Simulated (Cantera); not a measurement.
# Boron, boron nitride and boron oxide: B + H2O

A closed system holds: 1 mol B, 0.56 mol H2O, held at 31.0 mbar.

Equilibrium computed with Cantera from the NASA thermochemical tables; the gas is ideal and each condensed phase is pure. Candidate condensed phases: B, B2O3, B3O3H3, H2O; 23 gas species. Mutual solubility and eutectic melting of coexisting phases are not modelled. The tables' values for BH2 are old estimates; treat these amounts as uncertain. Equilibrium is a limit: real reactors are often held back by kinetics, nucleation or transport.

From 1598 K to 1748 K the condensed part is B(s) + B2O3(l). From 1773 K to 1923 K the condensed part is B(s). The main B-bearing gas is HBO at 1598 K and B2O2 at 1923 K. The share of B in condensed phases is highest at 1598 K (94.0 %) and lowest at 1923 K (46.3 %).

```json
[
 {"T (K)": "1598", "x H2": "0.922", "x B2O2": "0.0175", "x HBO": "0.0527", "x B2O3": "0.00456", "x BO": "0.000377", "x HBO2": "0.00162", "x H": "0.000290", "n B(s)": "0.609", "n B2O3(l)": "0.165"},
 {"T (K)": "1623", "x H2": "0.897", "x B2O2": "0.0263", "x HBO": "0.0656", "x B2O3": "0.00709", "x BO": "0.000599", "x HBO2": "0.00212", "x H": "0.000372", "n B(s)": "0.603", "n B2O3(l)": "0.157"},
 {"T (K)": "1648", "x H2": "0.864", "x B2O2": "0.0391", "x HBO": "0.0807", "x B2O3": "0.0109", "x BO": "0.000937", "x HBO2": "0.00273", "x H": "0.000470", "n B(s)": "0.594", "n B2O3(l)": "0.145"},
 {"T (K)": "1673", "x H2": "0.822", "x B2O2": "0.0573", "x HBO": "0.0980", "x B2O3": "0.0164", "x BO": "0.00145", "x HBO2": "0.00347", "x H": "0.000586", "n B(s)": "0.581", "n B2O3(l)": "0.128"},
 {"T (K)": "1698", "x H2": "0.767", "x B2O2": "0.0830", "x HBO": "0.117", "x B2O3": "0.0245", "x BO": "0.00220", "x HBO2": "0.00433", "x H": "0.000719", "n B(s)": "0.563", "n B2O3(l)": "0.104"},
 {"T (K)": "1723", "x H2": "0.698", "x B2O2": "0.119", "x HBO": "0.137", "x B2O3": "0.0360", "x BO": "0.00331", "x HBO2": "0.00529", "x H": "0.000865", "n B(s)": "0.536", "n B2O3(l)": "0.0658"},
 {"T (K)": "1748", "x H2": "0.610", "x B2O2": "0.169", "x HBO": "0.156", "x B2O3": "0.0524", "x BO": "0.00491", "x HBO2": "0.00628", "x H": "0.00101", "n B(s)": "0.494", "n B2O3(l)": "0.00607"},
 {"T (K)": "1773", "x H2": "0.597", "x B2O2": "0.177", "x HBO": "0.163", "x B2O3": "0.0490", "x BO": "0.00624", "x HBO2": "0.00588", "x H": "0.00125", "n B(s)": "0.485", "n B2O3(l)": "0"},
 {"T (K)": "1798", "x H2": "0.593", "x B2O2": "0.181", "x HBO": "0.168", "x B2O3": "0.0439", "x BO": "0.00777", "x HBO2": "0.00539", "x H": "0.00154", "n B(s)": "0.481", "n B2O3(l)": "0"},
 {"T (K)": "1823", "x H2": "0.588", "x B2O2": "0.184", "x HBO": "0.172", "x B2O3": "0.0393", "x BO": "0.00960", "x HBO2": "0.00494", "x H": "0.00189", "n B(s)": "0.476", "n B2O3(l)": "0"},
 {"T (K)": "1848", "x H2": "0.583", "x B2O2": "0.186", "x HBO": "0.176", "x B2O3": "0.0352", "x BO": "0.0118", "x HBO2": "0.00452", "x H": "0.00230", "n B(s)": "0.473", "n B2O3(l)": "0"},
 {"T (K)": "1873", "x H2": "0.579", "x B2O2": "0.188", "x HBO": "0.180", "x B2O3": "0.0313", "x BO": "0.0143", "x HBO2": "0.00414", "x H": "0.00279", "n B(s)": "0.469", "n B2O3(l)": "0"},
 {"T (K)": "1898", "x H2": "0.574", "x B2O2": "0.189", "x HBO": "0.184", "x B2O3": "0.0279", "x BO": "0.0173", "x HBO2": "0.00378", "x H": "0.00336", "n B(s)": "0.466", "n B2O3(l)": "0"},
 {"T (K)": "1923", "x H2": "0.570", "x B2O2": "0.189", "x HBO": "0.187", "x B2O3": "0.0248", "x BO": "0.0208", "x HBO2": "0.00345", "x H": "0.00404", "n B(s)": "0.463", "n B2O3(l)": "0"}
]
```
x: gas mole fraction; n: condensed amount in mol.
